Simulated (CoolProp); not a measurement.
A Linde-Hampson liquefier for dry air: isothermal reversible compression at 280 K from 1 atm to 5 MPa, throttling to 1 atm, return gas leaving the recuperator 10 K below the feed. Each further row changes one setting.

The numbers come from the reference Helmholtz-energy equation of state, Lemmon 2000 in CoolProp. It is a pseudo-pure fit of the blend.

```tsv
case	liquid yield per pass	compression work (kJ/kg of gas)
as stated	(withheld)	312
high pressure 10 MPa	(withheld)	(withheld)
warm-end temperature 310 K	no liquid	(withheld)
warm-end gap 15 K	no liquid	312
```

### Question
Some entries are withheld; supply them.

### Answer

- as stated, liquid yield per pass: 0.006
- high pressure 10 MPa, liquid yield per pass: 0.034
- high pressure 10 MPa, compression work (kJ/kg of gas): 366
- warm-end temperature 310 K, compression work (kJ/kg of gas): 346
